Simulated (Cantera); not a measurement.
A closed system holds: 1 mol Al(CH₃)₃, 12 mol H₂O, 9.6 mol N₂, at 15.0 Pa.

Cantera equilibrium calculation (NASA polynomials, part measured and part estimated; ideal gas, pure solids and liquids). Candidate condensed phases: Al, AlN, Al₂O₃, C, C₆H₆, C₇H₈, C₈H₁₈, H₂O; 148 gas species. The feed counts by its element totals alone. The numbers say what is thermodynamically allowed, not how fast it happens. All values below are at 1150 °C.

Base state: H₂ 0.333, N₂ 0.330, H₂O 0.233, CO 0.0788, CO₂ 0.0243, H 0.000313 (mole fractions); condensed: Al₂O₃(s).

What changes in the equilibrium state with this change: H₂O from 12 to 47 mol?


```csv
species,before,after
H₂O,0.233,0.634
H₂,0.333,0.169
N₂,0.330,0.150
CO,0.0788,0.0177
CO₂,0.0243,0.0291
OH,4.76e-6,1.81e-5
H,0.000313,0.000223
"Al₂O₃(s), mol",0.500,0.500
```
